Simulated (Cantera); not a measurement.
A perfectly stirred reactor is fed with H2 : O2 : N2 = 1 : 0.417 : 1.57 (molar parts), at 1.80 bar; it is adiabatic with a 725 K inlet, and is followed from long to short residence time, starting on the burning branch (τ in s: 0.29, 0.12, 0.05, 0.02, 0.0084, 0.0035, 0.0014, 0.00059, 0.00024, 0.0001).

Model: the H2/O2 subset of GRI-Mech 3.0, which has no nitrogen chemistry, integrated in Cantera.

One state of this run: T (K) = 2589; x H2 = 0.0689; x O2 = 0.00203; x H2O2 = 1.73e-7; x H2O = 0.304; x O = 0.00106; x OH = 0.0107; x H = 0.0106. x: mole fraction; the columns are a selection and need not sum to one.

**Question.** Which value of τ (s) does it belong to?
(A) 0.020
(B) 0.29
(C) 0.0014
(D) 0.0035

**Answer.** D, 0.0035
